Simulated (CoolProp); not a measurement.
Vapour-liquid equilibrium of cyclohexane (1) + n-octane (2) at 317.4 K; x and y are mole fractions of (1).

Computed with CoolProp (multi-fluid Helmholtz-energy mixture model, Zhou 2014 and Beckmüller 2019; pair parameters Bell 2016).

Give the bubble pressure and the first vapour's composition at x = 0.275, 0.875, 0.95. Is there an azeotrope?

x = 0.275: 0.01188 MPa, y = 0.685; x = 0.875: 0.02617 MPa, y = 0.974; x = 0.95: 0.02795 MPa, y = 0.990. No azeotrope shows between x = 0.05 and 0.95.

Pair parameters are fitted to limited data, so mixtures are less certain than the pure fluids.
